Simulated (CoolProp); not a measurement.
Vapour-liquid equilibrium of ethylene (1) + n-perfluorobutane (2) at -18.05 °C; x and y are mole fractions of (1).

Model: multi-fluid Helmholtz-energy mixture model, Smukala 2000 and Gao 2022; pair parameters Bell 2016, in CoolProp.

| x | bubble pressure, mixture model (kPa) | bubble pressure, Raoult's law (kPa) | y, mixture model | y, Raoult's law |
|---|---|---|---|---|
| 0.05 | 271.2 | 181.0 | 0.808 | 0.734 |
| 0.15 | 747.1 | 441.7 | 0.926 | 0.903 |
| 0.25 | 1170 | 702.4 | 0.949 | 0.946 |
| 0.35 | 1475 | 963.1 | 0.958 | 0.966 |
| 0.45 | 1666 | 1224 | 0.962 | 0.977 |
| 0.55 | 1788 | 1484 | 0.965 | 0.985 |
| 0.65 | 1894 | 1745 | 0.968 | 0.990 |
| 0.75 | 2027 | 2006 | 0.972 | 0.994 |
| 0.85 | 2217 | 2267 | 0.979 | 0.997 |
| 0.95 | 2487 | 2527 | 0.991 | 0.999 |

The largest gap from Raoult's law is +69.1 % in bubble pressure, at x = 0.15. No azeotrope shows between x = 0.05 and 0.95.

Pair parameters are fitted to limited data, so mixtures are less certain than the pure fluids. The gap from Raoult's law changes sign with composition, which may be real or a fault of the pair parameters; it wasn't checked against measurements. With so large a gap from Raoult's law the liquid may split in two, which this calculation doesn't test in full.
